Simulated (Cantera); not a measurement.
# Silicon carbide growth: SiH4 + C2H4 + H2

Charge: 1 mol SiH4, 0.014 mol C2H4, 200 mol H2, held at 1875 K and 0.00140 bar.

Method: chemical equilibrium by Gibbs-energy minimisation in Cantera with the NASA 1993 tables (ideal gas, pure condensed phases). Candidate condensed phases: C, C6H6, C7H8, C8H18, Si, SiC; 87 gas species. Gases not in the tables: Si2H6 and higher silanes. Kinetics and transport are ignored.

```
Item                                        Result
--------------------------------------  ----------
x(H2)                                        0.978
x(H)                                        0.0173
x(Si)                                      0.00444
x(SiH)                                    0.000152
x(Si2C)                                    6.90e-5
x(SiH2)                                    3.33e-5
x(Si2)                                     2.28e-5
x(Si3)                                     3.58e-6
n(SiC(s))                               0.0135 mol
gas amount                               204.7 mol
log10 activity of Si(l) (absent)             -0.16
log10 activity of C(graphite) (absent)       -1.31
```
